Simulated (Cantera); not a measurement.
Cantera run:

```python
import numpy as np
import cantera as ct

gas_names = """
    Cu CuO Cu2 H HNO HNO2 HNO3 HO2 H2 H2O H2O2 N NH NH2 NH3 NH2OH NO NO2 NO3 N2 N2H2 N2H4 N2O O OH O2 O3
""".split()
cond_names = """
    Cu(cr) Cu(L) CuO(s) CuO2H2(s) Cu2O(s) Cu2O(L) H2O(s) H2O(L)
""".split()


# ... load() reads the species with a 1 bar reference pressure and builds the phases ...
atoms = {
    'CuO': {'Cu': 1, 'O': 1},
    'H2': {'H': 2},
    'N2': {'N': 2},
}
top_T = {'CuO(s)': 1390}  # K; cautious upper limits of use, not melting points


# ... equilibrate(T, P, feed) seeds the gas with the atoms and calls Mixture.equilibrate('TP', solver="vcs", rtol=1e-11, max_steps=5000) ...
results = []
T = 1175  # K
P = 8100  # Pa
for m in [0.97, 1.6, 2.2, 2.9, 3.5, 4.1, 4.7, 5.4, 6, 6.6, 7.3, 7.9]:
    feed = {'CuO': 1, 'H2': m, 'N2': 22}  # mol
    mix = equilibrate(T, P, feed)
    results.append((T, P, feed, dict(zip(mix.species_names, mix.species_moles))))

top = {s: max(r[3][s] / sum(r[3][g] for g in gas_names) for r in results) for s in gas_names}
cols = sorted((s for s in top if top[s] > 1e-05), key=lambda s: -top[s])[:9]
seen = [c for c in cond_names if any(r[3].get(c, 0) > 1e-12 for r in results)]
print("log10 of partial pressures in bar; condensed amounts in mol")
print(f"{'n(H2)':>10s}" + "".join(f"{s[:9]:>10s}" for s in cols + seen))
for T, P, feed, n in results:
    ng = sum(n[g] for g in gas_names)
    print(f"{feed['H2']:10.4g}" + "".join(f"{np.log10(max(n[s] / ng * P / 1e5, 1e-99)):10.3f}" for s in cols)
          + "".join(f"{n.get(c, 0):10.4g}" for c in seen))
```

Result:

```
log10 of partial pressures in bar; condensed amounts in mol
     n(H2)        N2        H2       H2O    Cu(cr)   Cu2O(s)
      0.97    -1.110    -6.903    -2.466      0.94      0.03
       1.6    -1.122    -2.686    -2.464         1         0
       2.2    -1.133    -2.396    -2.475         1         0
       2.9    -1.145    -2.209    -2.488         1         0
       3.5    -1.156    -2.100    -2.498         1         0
       4.1    -1.166    -2.017    -2.508         1         0
       4.7    -1.176    -1.950    -2.518         1         0
       5.4    -1.187    -1.886    -2.529         1         0
         6    -1.196    -1.840    -2.539         1         0
       6.6    -1.205    -1.800    -2.548         1         0
       7.3    -1.216    -1.759    -2.558         1         0
       7.9    -1.225    -1.728    -2.567         1         0
```

Method: chemical equilibrium by Gibbs-energy minimisation in Cantera with the NASA 1993 tables (ideal gas, pure condensed phases). Mutual solubility and eutectic melting of coexisting phases are not modelled.
